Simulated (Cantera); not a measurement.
Feed: 1 mol MgO, 4.9 mol CH₄, 0.068 mol CO, held at 0.133 bar.

Cantera equilibrium calculation (NASA polynomials, part measured and part estimated; ideal gas, pure solids and liquids). Candidate condensed phases: C, C₆H₆, C₇H₈, C₈H₁₈, H₂O, Mg, MgCO₃, MgO, Mg(OH)₂; 116 gas species. Kinetics and transport are ignored.

Question: What share of the Mg ends up in condensed phases as a function of T (K), at 1348, 1423, 1498, 1573, 1648, 1723, 1798, 1873, 1948, 2023?

Answer: 
| T (K) | Mg condensed (%) | as |
|---|---|---|
| 1348 | 100.0 | MgO(s) |
| 1423 | 99.7 | MgO(s) |
| 1498 | 96.9 | MgO(s) |
| 1573 | 84.6 | MgO(s) |
| 1648 | 45.1 | MgO(s) |
| 1723 | 0.0 | - |
| 1798 | 0.0 | - |
| 1873 | 0.0 | - |
| 1948 | 0.0 | - |
| 2023 | 0.0 | - |
